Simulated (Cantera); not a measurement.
A Cantera script and what it prints.

```python
import numpy as np
import cantera as ct

gas_names = [...]  # 113 gases of nasa_gas.yaml made of C, H, O, Ta
cond_names = """
    C(gr) C6H6(L) C7H8(L) C8H18(L),n-octa H2O(s) H2O(L) Ta(cr) Ta(L) TaC(s) TaC(L) Ta2O5(s) Ta2O5(L)
""".split()


# ... load() reads the species with a 1 bar reference pressure and builds the phases ...
atoms = {
    'Ta(OEt)5': {'Ta': 1, 'C': 10, 'H': 25, 'O': 5},
    'O2': {'O': 2},
}
top_T = {'C(gr)': 4500}  # K; cautious upper limits of use, not melting points


# ... equilibrate(T, P, feed) seeds the gas with the atoms and calls Mixture.equilibrate('TP', solver="vcs", rtol=1e-11, max_steps=5000) ...
results = []
feed = {'Ta(OEt)5': 1, 'O2': 0.11}  # mol
P = 100000  # Pa
for T in [975, 1125, 1275, 1425, 1575, 1725, 1875, 2025, 2175, 2325, 2475, 2625, 2775]:
    mix = equilibrate(T, P, feed)
    results.append((T, P, feed, dict(zip(mix.species_names, mix.species_moles))))
    x = sorted(zip(gas.X, gas.species_names), reverse=True)
    print(f"T = {T:g} K  P = {P:g} Pa  gas = {mix.phase_moles(0):.4g} mol")
    print("   x: " + "  ".join(f"{s} {v:.3e}" for v, s in x if v > 1e-06))
    print("   condensed (mol): " + ("  ".join(f"{mix.phase(i).name} {mix.phase_moles(i):.4g}"
          for i in range(1, mix.n_phases) if mix.phase_moles(i) > 1e-12) or "none"))
```

Output:

```
T = 975 K  P = 100000 Pa  gas = 13.38 mol
   x: H2 7.417e-01  CO 1.211e-01  CH4 6.913e-02  H2O 5.397e-02  CO2 1.408e-02
   condensed (mol): C(gr) 7.266  Ta2O5(s) 0.5
T = 1125 K  P = 100000 Pa  gas = 14.79 mol
   x: H2 7.994e-01  CO 1.716e-01  CH4 1.844e-02  H2O 8.823e-03  CO2 1.722e-03
   condensed (mol): C(gr) 7.163  Ta2O5(s) 0.5
T = 1275 K  P = 100000 Pa  gas = 15.3 mol
   x: H2 8.034e-01  CO 1.886e-01  CH4 5.982e-03  H2O 1.767e-03  CO2 2.493e-04  C2H4 1.001e-06
   condensed (mol): C(gr) 6.94  TaC(s) 0.07987  Ta2O5(s) 0.4601
T = 1425 K  P = 100000 Pa  gas = 17.67 mol
   x: H2 7.029e-01  CO 2.945e-01  CH4 1.862e-03  H2O 6.288e-04  CO2 1.158e-04  H 5.719e-06  C2H2,acetylene 2.478e-06  C2H4 1.094e-06
   condensed (mol): C(gr) 3.76  TaC(s) 1
T = 1575 K  P = 100000 Pa  gas = 17.7 mol
   x: H2 7.042e-01  CO 2.946e-01  CH4 9.017e-04  H2O 2.129e-04  H 3.487e-05  CO2 3.071e-05  C2H2,acetylene 1.486e-05  C2H4 1.458e-06
   condensed (mol): C(gr) 3.768  TaC(s) 1
T = 1725 K  P = 100000 Pa  gas = 17.71 mol
   x: H2 7.046e-01  CO 2.946e-01  CH4 4.958e-04  H 1.559e-04  H2O 8.730e-05  C2H2,acetylene 6.492e-05  CO2 1.037e-05  CH3 2.229e-06  C2H4 1.841e-06
   condensed (mol): C(gr) 3.771  TaC(s) 1
T = 1875 K  P = 100000 Pa  gas = 17.72 mol
   x: H2 7.043e-01  CO 2.946e-01  H 5.501e-04  CH4 3.006e-04  C2H2,acetylene 2.231e-04  H2O 4.141e-05  CH3 4.717e-06  CO2 4.210e-06  C2H4 2.233e-06
   condensed (mol): C(gr) 3.767  TaC(s) 1
T = 2025 K  P = 100000 Pa  gas = 17.73 mol
   x: H2 7.031e-01  CO 2.944e-01  H 1.614e-03  C2H2,acetylene 6.363e-04  CH4 1.965e-04  H2O 2.199e-05  CH3 8.896e-06  C2H4 2.625e-06  CO2 1.969e-06
   condensed (mol): C(gr) 3.754  TaC(s) 1
T = 2175 K  P = 100000 Pa  gas = 17.75 mol
   x: H2 7.002e-01  CO 2.940e-01  H 4.085e-03  C2H2,acetylene 1.563e-03  CH4 1.361e-04  CH3 1.528e-05  H2O 1.275e-05  C2H4 3.001e-06  C4H2 1.418e-06  CO2 1.030e-06
   condensed (mol): C(gr) 3.722  TaC(s) 1
T = 2325 K  P = 100000 Pa  gas = 17.8 mol
   x: H2 6.940e-01  CO 2.933e-01  H 9.165e-03  C2H2,acetylene 3.393e-03  CH4 9.827e-05  CH3 2.425e-05  H2O 7.906e-06  C4H2 6.803e-06  C2H4 3.338e-06  C2H 2.155e-06  C2H2,vinylidene 1.396e-06
   condensed (mol): C(gr) 3.656  TaC(s) 1
T = 2475 K  P = 100000 Pa  gas = 17.88 mol
   x: H2 6.827e-01  CO 2.919e-01  H 1.859e-02  C2H2,acetylene 6.640e-03  CH4 7.285e-05  CH3 3.588e-05  C4H2 2.665e-05  C2H 1.231e-05  H2O 5.156e-06  C2H2,vinylidene 4.751e-06  C2H4 3.603e-06  CH2 2.008e-06
   condensed (mol): C(gr) 3.538  TaC(s) 1
T = 2625 K  P = 100000 Pa  gas = 18.03 mol
   x: H2 6.638e-01  CO 2.895e-01  H 3.459e-02  C2H2,acetylene 1.185e-02  C4H2 8.776e-05  C2H 5.705e-05  CH4 5.460e-05  CH3 4.967e-05  C2H2,vinylidene 1.381e-05  CH2 5.553e-06  C2H4 3.752e-06  H2O 3.481e-06  C3 3.159e-06  C3H3,propargyl 2.357e-06  C2H3,vinyl 2.043e-06  HCO 1.204e-06
   condensed (mol): C(gr) 3.341  TaC(s) 1
T = 2775 K  P = 100000 Pa  gas = 18.27 mol
   x: H2 6.345e-01  CO 2.858e-01  H 5.964e-02  C2H2,acetylene 1.945e-02  C4H2 2.482e-04  C2H 2.213e-04  CH3 6.435e-05  CH4 4.072e-05  C2H2,vinylidene 3.492e-05  C3 2.315e-05  CH2 1.345e-05  C 5.000e-06  C3H3,propargyl 4.981e-06  C2H3,vinyl 3.834e-06  C2H4 3.737e-06  C6H2 3.344e-06  CH 2.672e-06  H2O 2.397e-06  C2 2.249e-06  HCO 1.693e-06
   condensed (mol): C(gr) 3.037  TaC(s) 1
```

Cantera equilibrium calculation (NASA polynomials, part measured and part estimated; ideal gas, pure solids and liquids). The feed counts by its element totals alone. Mutual solubility and eutectic melting of coexisting phases are not modelled. TaC: taken at fixed stoichiometry. Condensed phases not in the tables: Ta2C.
